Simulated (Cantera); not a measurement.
Charge: 1 mol SiH2Cl2, 44 mol N2, 0.26 mol H2, at 0.310 bar.

Method: chemical equilibrium by Gibbs-energy minimisation in Cantera with the NASA 1993 tables (ideal gas, pure condensed phases). Candidate condensed phases: NH4Cl, Si, Si3N4; 28 gas species. The tables' values for SiCl3 are old estimates; treat these amounts as uncertain. Equilibrium is a limit: real reactors are often held back by kinetics, nucleation or transport. All values below are at 1375 °C.

Base state: N2 0.951, HCl 0.0307, H2 0.0122, SiCl2 0.00475, SiCl3 0.000773, SiCl4 0.000277, Cl 3.49e-5, SiHCl3 1.83e-5 (mole fractions); condensed: Si3N4(s).

Problem. What changes in the equilibrium state with this change: SiH2Cl2 replaced by SiHCl3?

Solution. 
```csv
species,before,after
N2,0.951,0.954
HCl,0.0307,0.0260
SiCl2,0.00475,0.0117
H2,0.0122,0.00353
SiCl4,0.000277,0.00169
SiCl3,0.000773,0.00299
SiHCl3,1.83e-5,3.83e-5
H,1.76e-5,9.50e-6
"Si3N4(s), mol",0.245,0.0818
```
